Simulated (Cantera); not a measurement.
What does this Cantera script print?

```python
import numpy as np
import cantera as ct

gas_names = """
    H HO2 H2 H2O H2O2 O OH O2 O3 Zr ZrO ZrO2
""".split()
cond_names = """
    H2O(s) H2O(L) Zr(a) Zr(b) Zr(L) ZrO2(a) ZrO2(b) ZrO2(L)
""".split()


# ... load() reads the species with a 1 bar reference pressure and builds the phases ...
atoms = {
    'ZrO2': {'Zr': 1, 'O': 2},
    'H2': {'H': 2},
    'H2O': {'H': 2, 'O': 1},
}
top_T = {}  # K; cautious upper limits of use, not melting points


# ... equilibrate(T, P, feed) seeds the gas with the atoms and calls Mixture.equilibrate('TP', solver="vcs", rtol=1e-11, max_steps=5000) ...
results = []
feed = {'ZrO2': 1, 'H2': 530, 'H2O': 0.058}  # mol
P = 13332.2  # Pa
for T in [1373, 1473, 1573, 1673, 1773, 1873, 1973, 2073, 2173, 2273]:
    mix = equilibrate(T, P, feed)
    results.append((T, P, feed, dict(zip(mix.species_names, mix.species_moles))))

top = {s: max(r[3][s] / sum(r[3][g] for g in gas_names) for r in results) for s in gas_names}
cols = sorted((s for s in top if top[s] > 0.001), key=lambda s: -top[s])[:5]
seen = [c for c in cond_names if any(r[3].get(c, 0) > 1e-12 for r in results)]
print("log10 of partial pressures in bar; condensed amounts in mol")
print(f"{'T/K':>10s}" + "".join(f"{s[:9]:>10s}" for s in cols + seen))
for T, P, feed, n in results:
    ng = sum(n[g] for g in gas_names)
    print(f"{T:10.4g}" + "".join(f"{np.log10(max(n[s] / ng * P / 1e5, 1e-99)):10.3f}" for s in cols)
          + "".join(f"{n.get(c, 0):10.4g}" for c in seen))
```

Result:

```
log10 of partial pressures in bar; condensed amounts in mol
       T/K        H2         H   ZrO2(a)   ZrO2(b)
      1373    -0.875    -5.915         1         0
      1473    -0.875    -5.335         1         0
      1573    -0.875    -4.828         0         1
      1673    -0.875    -4.381         0         1
      1773    -0.875    -3.984         0         1
      1873    -0.876    -3.628         0         1
      1973    -0.877    -3.308         0         1
      2073    -0.878    -3.019         0         1
      2173    -0.881    -2.757         0    0.9998
      2273    -0.885    -2.518         0    0.9987
```

Equilibrium computed with Cantera from the NASA thermochemical tables; the gas is ideal and each condensed phase is pure.
